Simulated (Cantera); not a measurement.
Ignition delay

Mixture: 2.19 % C2H4, 14.3 % O2, 70.0 % N2, 13.6 % H2O, equivalence ratio 0.46, at 1.68 atm, adiabatic and at constant volume. Ignition delay is the time to a rise of 400 K.

Cantera simulation using GRI-Mech 3.0 (53 species, 325 reactions); the numbers are that mechanism's predictions, not measurements. GRI-Mech 3.0 was tuned for natural gas; its chemistry of ethylene as a main component is partial and can be far from experiment. Where the delays flatten at high temperature, the 400 K rule measures the pace of heat release, not the induction time.

```
T0 (K)  delay (ms)
------  ----------
1175          1.04
1250         0.201
1325        0.0825
1400        0.0487
1475        0.0332
1550        0.0246
1625        0.0194
1700        0.0164
```
